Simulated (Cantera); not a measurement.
Feed: 1 mol Mg(OH)₂, 0.11 mol H₂O, 0.7 mol O₂, 2.2 mol CO₂, held at 848.15 K and 0.100 bar.

These are equilibrium values from Cantera (NASA tables, ideal gas, pure condensed phases), not measurements of a reactor. Candidate condensed phases: C, C₆H₆, C₇H₈, C₈H₁₈, H₂O, Mg, MgCO₃, MgO, Mg(OH)₂; 116 gas species. Kinetics and transport are ignored.

Base state: CO₂ 0.549, H₂O 0.277, O₂ 0.175 (mole fractions); condensed: MgO(s).

Problem. What changes in the equilibrium state with this change: temperature from 848.15 K to 1850 K?

Solution. 
```csv
species,before,after
CO₂,0.549,0.546
H₂O,0.277,0.275
O₂,0.175,0.174
OH,9.84e-9,0.00260
CO,<1e-9,0.00141
O,<1e-9,0.000255
"MgO(s), mol",1.00,1.000
```

Problem. What changes in the equilibrium state with this change: temperature from 848.15 K to 523.15 K?

Solution. 
| species | before | after |
|---|---|---|
| CO₂ | 0.549 | 0.399 |
| H₂O | 0.277 | 0.369 |
| O₂ | 0.175 | 0.233 |
| MgO(s), mol | 1.00 | 0 |
| MgCO₃(s), mol | 0 | 1.00 |
